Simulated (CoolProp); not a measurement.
Saturation properties of CH2F2 (R32).

The numbers come from the reference Helmholtz-energy equation of state, Tillner-Roth 1997 in CoolProp.

```csv
T (K),p (bar),enthalpy of vaporisation (kJ/kg),vapour Z
205.9,…,398.2,0.9759
214.1,0.6846,…,0.9673
222.2,…,381.1,0.9570
230.3,1.556,372.1,…
238.5,2.247,362.5,0.9303
246.6,3.146,352.5,0.9139
254.8,4.316,341.8,…
262.9,5.776,330.6,0.8737
271,7.586,318.6,0.8499
279.2,9.826,…,0.8231
287.3,…,291.6,0.7936
295.4,15.69,276.4,…
303.6,19.50,259.4,0.7242
311.7,23.92,240.7,0.6836
319.9,29.13,219.1,0.6373
```

**Question.** Complete the blanks.

**Answer.** 
- 205.9, p (bar): 0.4268
- 214.1, enthalpy of vaporisation (kJ/kg): 389.7
- 222.2, p (bar): 1.050
- 230.3, vapour Z: 0.9448
- 254.8, vapour Z: 0.8949
- 279.2, enthalpy of vaporisation (kJ/kg): 305.6
- 287.3, p (bar): 12.50
- 295.4, vapour Z: 0.7609

It boils at 221.5 K under 1 atm.
